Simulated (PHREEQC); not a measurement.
Solution (25 °C): 0.21 mol/kgw CdSO4, 0.28 mol/kgw H3BO3 and 0.018 mol/kgw NiCl2. Closed to the air; pH follows from the charge balance.

The numbers come from PHREEQC with the ion-association model, wateq4f.dat.

Each row changes one thing in this solution. This is a speciation only: nothing precipitates in the calculation.

```tsv
case	pH	ionic strength (mol/kgw)	SO4-2 (mol/kgw)	Cl- (mol/kgw)	Ni+2 (mol/kgw)	NiSO4 (mol/kgw)	SI of Morenosite (NiSO4:7H2O)
as made	5.01	0.378	0.0546	0.0121	0.0109	0.00698	-2.08
temperature from 25 to 35 °C	5.00	0.375	0.0551	0.0120	0.0107	0.00719	-2.17
CdSO4 replaced by NaHSO4 at the same molality	1.20	0.371	0.0610	0.0357	0.0103	___	___
NiCl2 from 0.018 to 0.027 mol/kgw	5.01	0.387	0.0567	0.0188	___	0.0106	-1.90
0.29 mol/kgw Na2SO4 added	5.09	0.895	0.172	0.0184	0.00690	0.0109	-1.87
NiCl2 from 0.018 to 0.18 mol/kgw	5.00	0.573	___	0.169	0.0957	0.0711	-1.07
```

### Question
Complete the blanks.

### Answer

- CdSO4 replaced by NaHSO4 at the same molality, NiSO4 (mol/kgw): 0.00742
- CdSO4 replaced by NaHSO4 at the same molality, SI of Morenosite (NiSO4:7H2O): -2.07
- NiCl2 from 0.018 to 0.027 mol/kgw, Ni+2 (mol/kgw): 0.0162
- NiCl2 from 0.018 to 0.18 mol/kgw, SO4-2 (mol/kgw): 0.0754

The ionic strength passes 0.7 mol/kgw, the rough limit of the ion-association models, in 0.29 mol/kgw Na2SO4 added. Species that the database lacks are ignored.
